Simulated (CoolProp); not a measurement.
Vapour-liquid equilibrium of R125 (1) + R115 (2) at 0.655 MPa; x and y are mole fractions of (1).

Values from CoolProp's multi-fluid Helmholtz-energy mixture model, Lemmon 2005 and Lemmon 2016; pair parameters Bell 2016.

```json
[
 {"x": "0.05", "bubble temperature, mixture model (°C)": "10.9", "bubble temperature, Raoult's law (°C)": "12.3", "y, mixture model": "0.098", "y, Raoult's law": "0.074"},
 {"x": "0.2", "bubble temperature, mixture model (°C)": "5.9", "bubble temperature, Raoult's law (°C)": "9.8", "y, mixture model": "0.316", "y, Raoult's law": "0.276"},
 {"x": "0.35", "bubble temperature, mixture model (°C)": "2.8", "bubble temperature, Raoult's law (°C)": "7.5", "y, mixture model": "0.467", "y, Raoult's law": "0.450"},
 {"x": "0.5", "bubble temperature, mixture model (°C)": "0.8", "bubble temperature, Raoult's law (°C)": "5.3", "y, mixture model": "0.587", "y, Raoult's law": "0.603"},
 {"x": "0.65", "bubble temperature, mixture model (°C)": "-0.4", "bubble temperature, Raoult's law (°C)": "3.3", "y, mixture model": "0.696", "y, Raoult's law": "0.739"},
 {"x": "0.8", "bubble temperature, mixture model (°C)": "-1.1", "bubble temperature, Raoult's law (°C)": "1.5", "y, mixture model": "0.810", "y, Raoult's law": "0.859"},
 {"x": "0.95", "bubble temperature, mixture model (°C)": "-1.0", "bubble temperature, Raoult's law (°C)": "-0.2", "y, mixture model": "0.945", "y, Raoult's law": "0.967"}
]
```

The largest gap from Raoult's law is -4.7 K in bubble temperature, at x = 0.35. y crosses x between x = 0.8 and 0.95: the model has an azeotrope there.

The pair parameters rest on a limited set of measurements; away from them the model extrapolates.
